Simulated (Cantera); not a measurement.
A Cantera script and what it prints.

```python
import numpy as np
import cantera as ct

gas_names = """
    Ca CaCL CaCL2 CaO CaOH CaO2H2 Ca2 CL CLO CL2 H HCL HNO HNO2 HNO3 HOCL HO2 H2 H2O H2O2 N NH NH2 NH3
    NH2OH NO NO2 NO3 N2 N2H2 N2H4 N2O O OH O2 O3
""".split()
cond_names = """
    Ca(a) Ca(b) Ca(L) CaCL2(s) CaCL2(L) CaO(s) CaO(L) CaO2H2(s) H2O(s) H2O(L) NH4CL(a) NH4CL(b)
""".split()


# ... load() reads the species with a 1 bar reference pressure and builds the phases ...
atoms = {
    'CaO': {'Ca': 1, 'O': 1},
    'HCl': {'H': 1, 'CL': 1},
    'N2': {'N': 2},
}
top_T = {}  # K; cautious upper limits of use, not melting points


# ... equilibrate(T, P, feed) seeds the gas with the atoms and calls Mixture.equilibrate('TP', solver="vcs", rtol=1e-11, max_steps=5000) ...
results = []
P = 1000  # Pa
for T in [1000, 1100, 1200, 1300, 1400, 1500, 1600, 1700, 1800, 1900]:
    for m in [3.7, 4.5, 5.5, 6.8, 8.4, 10, 13, 16, 19, 24, 29, 36, 44]:
        feed = {'CaO': 1, 'HCl': m, 'N2': 95}  # mol
        mix = equilibrate(T, P, feed)
        results.append((T, P, feed, dict(zip(mix.species_names, mix.species_moles))))

for T, P, feed, n in results:
    print(f"{T:7g} {feed['HCl']:10.4g}  " + (" + ".join(c for c in cond_names if n.get(c, 0) > 1e-12) or "gas only"))
```

Result:

```
   1000        3.7  CaCL2(s)
   1000        4.5  CaCL2(s)
   1000        5.5  CaCL2(s)
   1000        6.8  CaCL2(s)
   1000        8.4  CaCL2(s)
   1000         10  CaCL2(s)
   1000         13  CaCL2(s)
   1000         16  CaCL2(s)
   1000         19  CaCL2(s)
   1000         24  CaCL2(s)
   1000         29  CaCL2(s)
   1000         36  CaCL2(s)
   1000         44  CaCL2(s)
   1100        3.7  CaCL2(L)
   1100        4.5  CaCL2(L)
   1100        5.5  CaCL2(L)
   1100        6.8  CaCL2(L)
   1100        8.4  CaCL2(L)
   1100         10  CaCL2(L)
   1100         13  CaCL2(L)
   1100         16  CaCL2(L)
   1100         19  CaCL2(L)
   1100         24  CaCL2(L)
   1100         29  CaCL2(L)
   1100         36  CaCL2(L)
   1100         44  CaCL2(L)
   1200        3.7  CaCL2(L)
   1200        4.5  CaCL2(L)
   1200        5.5  CaCL2(L)
   1200        6.8  CaCL2(L)
   1200        8.4  CaCL2(L)
   1200         10  CaCL2(L)
   1200         13  CaCL2(L)
   1200         16  CaCL2(L)
   1200         19  CaCL2(L)
   1200         24  CaCL2(L)
   1200         29  CaCL2(L)
   1200         36  CaCL2(L)
   1200         44  CaCL2(L)
   1300        3.7  CaCL2(L) + CaO(s)
   1300        4.5  CaCL2(L) + CaO(s)
   1300        5.5  CaCL2(L)
   1300        6.8  CaCL2(L)
   1300        8.4  CaCL2(L)
   1300         10  CaCL2(L)
   1300         13  CaCL2(L)
   1300         16  CaCL2(L)
   1300         19  CaCL2(L)
   1300         24  CaCL2(L)
   1300         29  CaCL2(L)
   1300         36  CaCL2(L)
   1300         44  CaCL2(L)
   1400        3.7  CaO(s)
   1400        4.5  CaO(s)
   1400        5.5  gas only
   1400        6.8  gas only
   1400        8.4  gas only
   1400         10  gas only
   1400         13  gas only
   1400         16  gas only
   1400         19  gas only
   1400         24  gas only
   1400         29  gas only
   1400         36  gas only
   1400         44  gas only
   1500        3.7  CaO(s)
   1500        4.5  gas only
   1500        5.5  gas only
   1500        6.8  gas only
   1500        8.4  gas only
   1500         10  gas only
   1500         13  gas only
   1500         16  gas only
   1500         19  gas only
   1500         24  gas only
   1500         29  gas only
   1500         36  gas only
   1500         44  gas only
   1600        3.7  CaO(s)
   1600        4.5  gas only
   1600        5.5  gas only
   1600        6.8  gas only
   1600        8.4  gas only
   1600         10  gas only
   1600         13  gas only
   1600         16  gas only
   1600         19  gas only
   1600         24  gas only
   1600         29  gas only
   1600         36  gas only
   1600         44  gas only
   1700        3.7  gas only
   1700        4.5  gas only
   1700        5.5  gas only
   1700        6.8  gas only
   1700        8.4  gas only
   1700         10  gas only
   1700         13  gas only
   1700         16  gas only
   1700         19  gas only
   1700         24  gas only
   1700         29  gas only
   1700         36  gas only
   1700         44  gas only
   1800        3.7  gas only
   1800        4.5  gas only
   1800        5.5  gas only
   1800        6.8  gas only
   1800        8.4  gas only
   1800         10  gas only
   1800         13  gas only
   1800         16  gas only
   1800         19  gas only
   1800         24  gas only
   1800         29  gas only
   1800         36  gas only
   1800         44  gas only
   1900        3.7  gas only
   1900        4.5  gas only
   1900        5.5  gas only
   1900        6.8  gas only
   1900        8.4  gas only
   1900         10  gas only
   1900         13  gas only
   1900         16  gas only
   1900         19  gas only
   1900         24  gas only
   1900         29  gas only
   1900         36  gas only
   1900         44  gas only
```

Cantera equilibrium calculation (NASA polynomials, part measured and part estimated; ideal gas, pure solids and liquids). Mutual solubility and eutectic melting of coexisting phases are not modelled. Condensed phases not in the tables: oxide chlorides.
